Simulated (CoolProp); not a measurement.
R123 along the isobar 33.7 bar: fugacity coefficient from the reference equation and from simpler models built on Tc = 456.8 K, pc = 36.62 bar, ω = 0.282; each cubic takes its own stable root.

The numbers come from the reference Helmholtz-energy equation of state, Younglove 1994 in CoolProp. It is a modified Benedict-Webb-Rubin equation, recast in Helmholtz form.

| T (K) | phase | reference |
|---|---|---|
| 288 | liquid | 0.02047 |
| 303.1 | liquid | 0.03557 |
| 318.3 | liquid | 0.05794 |
| 333.4 | liquid | 0.08882 |
| 348.6 | liquid | 0.1299 |
| 363.7 | liquid | 0.1815 |
| 378.9 | liquid | 0.2448 |
| 394 | liquid | 0.3187 |
| 409.1 | liquid | 0.4027 |
| 424.3 | liquid | 0.4959 |
| 439.4 | liquid | 0.5939 |
| 454.6 | gas | 0.6829 |
| 469.7 | gas | 0.7221 |
| 484.9 | gas | 0.7538 |
| 500 | gas | 0.7804 |

Problem. How far does each simpler model (van der Waals, Redlich-Kwong, Soave-Redlich-Kwong, Peng-Robinson) lie from the reference over these 15 states: mean and median of the absolute difference, and the worst?

Solution. 
- van der Waals: mean 128.3 %, median 54.7 %, worst +577.6 % at 288 K and 33.7 bar
- Redlich-Kwong: mean 31.2 %, median 20.8 %, worst +101.5 % at 288 K and 33.7 bar
- Soave-Redlich-Kwong: mean 2.1 %, median 2.2 %, worst +3.4 % at 394 K and 33.7 bar
- Peng-Robinson: mean 0.9 %, median 0.3 %, worst -2.6 % at 484.9 K and 33.7 bar
